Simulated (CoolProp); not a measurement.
C3F8 (R218) at 282.59 K and 0.428 MPa flows at 1.1 m/s in a round tube of 2 mm bore and 0.25 µm roughness, fully developed (64/Re and Nu = 3.66 if laminar; Colebrook and Gnielinski if turbulent). Each further row changes one setting.

Values from CoolProp's reference Helmholtz-energy equation of state, Lemmon 2006. It is a short technical equation, of lower accuracy than the large ones.

```csv
case,Reynolds number,Darcy friction factor,pressure drop (Pa/m),heat-transfer coefficient (W/(m² K)),mass flow (kg/h)
as stated,7620,…,…,144,…
velocity 2.2 m/s,15200,0.0279,…,257,0.972
diameter 4 mm,15200,…,…,…,…
```

### Question
What belongs in the gaps?

### Answer

- as stated, Darcy friction factor: 0.0334
- as stated, pressure drop (Pa/m): 395
- as stated, mass flow (kg/h): 0.486
- velocity 2.2 m/s, pressure drop (Pa/m): 1320
- diameter 4 mm, Darcy friction factor: 0.0278
- diameter 4 mm, pressure drop (Pa/m): 164
- diameter 4 mm, heat-transfer coefficient (W/(m² K)): 128
- diameter 4 mm, mass flow (kg/h): 1.94

Viscosity comes from a separate model (Huber 2003), an estimate that may be off by 10 % or more. Thermal conductivity comes from a separate model (Huber 2003), an estimate that may be off by 10 % or more.
